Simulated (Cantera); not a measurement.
Charge: 1 mol CuF₂, 22 mol N₂, equilibrated at 1700 K and 0.133 bar.

These are equilibrium values from Cantera (NASA tables, ideal gas, pure condensed phases), not measurements of a reactor. Candidate condensed phases: Cu, CuF₂; 11 gas species. Equilibrium is a limit: real reactors are often held back by kinetics, nucleation or transport.

Base state: N₂ 0.951, CuF₂ 0.0371, F 0.00608, CuF 0.00608 (mole fractions); condensed: gas only.

What changes in the equilibrium state with this change: 0.046 mol H₂ added?


```csv
species,before,after
N₂,0.951,0.949
CuF₂,0.0371,0.0349
CuF,0.00608,0.00820
HF,0,0.00397
F,0.00608,0.00424
```

What changes in the equilibrium state with this change: pressure from 0.133 bar to 0.650 bar?


```csv
species,before,after
N₂,0.951,0.954
CuF₂,0.0371,0.0405
CuF,0.00608,0.00287
F,0.00608,0.00287
```
